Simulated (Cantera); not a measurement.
A perfectly stirred reactor is fed with 4.65 % H₂, 80.1 % O₂, 15.2 % N₂, equivalence ratio 0.029, at 22.5 Torr; it is held at 1275 K, and followed from long to short residence time.

Computed with Cantera and the H2/O2 subset of GRI-Mech 3.0, which has no nitrogen chemistry. Radical loss at walls, strong at low pressure, is not modelled. The temperature is held fixed by assumption; the heat of reaction is taken as removed at once.

x: mole fraction; the columns are a selection and need not sum to one.

```json
[
 {"τ (s)": "11", "x H₂": "2.01e-5", "x O₂": "0.796", "x OH": "0.000401", "x H": "6.18e-6", "x H₂O₂": "3.38e-8", "x O": "0.000287", "x H₂O": "0.0473"},
 {"τ (s)": "2.3", "x H₂": "…", "x O₂": "0.796", "x OH": "…", "x H": "…", "x H₂O₂": "…", "x O": "…", "x H₂O": "0.0471"},
 {"τ (s)": "0.49", "x H₂": "…", "x O₂": "0.794", "x OH": "…", "x H": "…", "x H₂O₂": "…", "x O": "…", "x H₂O": "0.0467"},
 {"τ (s)": "0.10", "x H₂": "0.000352", "x O₂": "0.790", "x OH": "0.00185", "x H": "0.000588", "x H₂O₂": "1.27e-7", "x O": "0.00586", "x H₂O": "0.0458"},
 {"τ (s)": "0.021", "x H₂": "0.000851", "x O₂": "0.783", "x OH": "0.00287", "x H": "0.00207", "x H₂O₂": "1.61e-7", "x O": "0.0131", "x H₂O": "0.0438"},
 {"τ (s)": "0.0045", "x H₂": "0.00205", "x O₂": "0.774", "x OH": "0.00406", "x H": "0.00488", "x H₂O₂": "2.00e-7", "x O": "0.0214", "x H₂O": "0.0403"},
 {"τ (s)": "0.00095", "x H₂": "0.00584", "x O₂": "0.772", "x OH": "0.00545", "x H": "0.00737", "x H₂O₂": "2.79e-7", "x O": "0.0227", "x H₂O": "0.0343"}
]
```

**Question.** What belongs in the gaps?

**Answer.** 
- 2.3, x H₂: 5.36e-5
- 2.3, x OH: 0.000676
- 2.3, x H: 2.94e-5
- 2.3, x H₂O₂: 5.76e-8
- 2.3, x O: 0.000811
- 0.49, x H₂: 0.000138
- 0.49, x OH: 0.00112
- 0.49, x H: 0.000134
- 0.49, x H₂O₂: 8.94e-8
- 0.49, x O: 0.00221
